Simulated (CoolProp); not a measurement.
A single-stage vapour-compression cycle with R245ca: evaporating at 269.15 K (dew point), condensing at 292.15 K (bubble point), superheat 8 K, subcooling 8 K, compressor efficiency 0.75, no pressure losses. Each further row changes one setting.

Computed with CoolProp (reference Helmholtz-energy equation of state, Zhou 2016).

```
case                              cooling COP  pressure ratio  discharge temperature (K)  refrigerating effect (kJ/kg)  volumetric capacity (kJ/m³)
--------------------------------  -----------  --------------  -------------------------  ----------------------------  ---------------------------
as stated                                8.56            2.82                      305.9                           207                          342
evaporating temperature 274.15 K            …            2.21                      304.3                           211                            …
condensing temperature 287.15 K             …               …                          …                           214                          354
subcooling 13 K                          8.84            2.82                      305.9                           214                          354
superheat 18 K                           8.59            2.82                      316.1                           216                          344
compressor efficiency 0.65                  …            2.82                          …                           207                          342
```

**Question.** What belongs in the gaps?

**Answer.** 
- evaporating temperature 274.15 K, cooling COP: 11.3
- evaporating temperature 274.15 K, volumetric capacity (kJ/m³): 439
- condensing temperature 287.15 K, cooling COP: 11.1
- condensing temperature 287.15 K, pressure ratio: 2.29
- condensing temperature 287.15 K, discharge temperature (K): 300.1
- compressor efficiency 0.65, cooling COP: 7.42
- compressor efficiency 0.65, discharge temperature (K): 309.9
